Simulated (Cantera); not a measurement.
Charge: 1 mol SiCl4, 0.0061 mol C2H2, 62 mol H2, held at 8900 Pa.

Cantera equilibrium calculation (NASA polynomials, part measured and part estimated; ideal gas, pure solids and liquids). Candidate condensed phases: C, C6H6, C7H8, C8H18, Si, SiC; 109 gas species. Mutual solubility and eutectic melting of coexisting phases are not modelled. Gases not in the tables: Si2H6 and higher silanes. Rates play no part.

Task: What share of the Si ends up in condensed phases as a function of T (K), at 1048, 1148, 1248, 1348, 1448, 1548, 1648, 1748?

Result: 
```
T (K)  Si condensed (%)              as
-----  ----------------  --------------
1048               16.2  Si(s) + SiC(s)
1148               33.9  Si(s) + SiC(s)
1248               46.9  Si(s) + SiC(s)
1348               51.3  Si(s) + SiC(s)
1448               51.1  Si(s) + SiC(s)
1548               49.6  Si(s) + SiC(s)
1648               47.9  Si(s) + SiC(s)
1748               49.7  Si(l) + SiC(s)
```
